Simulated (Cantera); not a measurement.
An isothermal plug-flow reactor at 473 K and 1050 Torr (inlet), inlet velocity 0.13 m/s, active area per volume 150 1/m; feed 0.558 % H₂, 5.70 % O₂, 93.7 % N₂.

Detailed kinetics in Cantera: Deutschmann's 1995 Pt surface mechanism with GRI-Mech 3.0 gas chemistry. Catalytic surfaces can have several steady states; this one follows from the mechanism file's or the stated starting coverage. Mass transfer to the wall is taken as infinitely fast.

Task: Predict: x(H₂) at z = 0.014 m; x(O₂) at z = 0.014 m; x(H₂O) at z = 0.014 m; θ(free Pt) at the exit; θ(O*) at the exit; θ(OH*) at the exit.

Result: 
```
Item                      Value
----------------------  -------
x(H₂) at z = 0.014 m    8.93e-5
x(O₂) at z = 0.014 m     0.0544
x(H₂O) at z = 0.014 m   0.00550
θ(free Pt) at the exit  0.00232
θ(O*) at the exit         0.990
θ(OH*) at the exit      0.00780
```
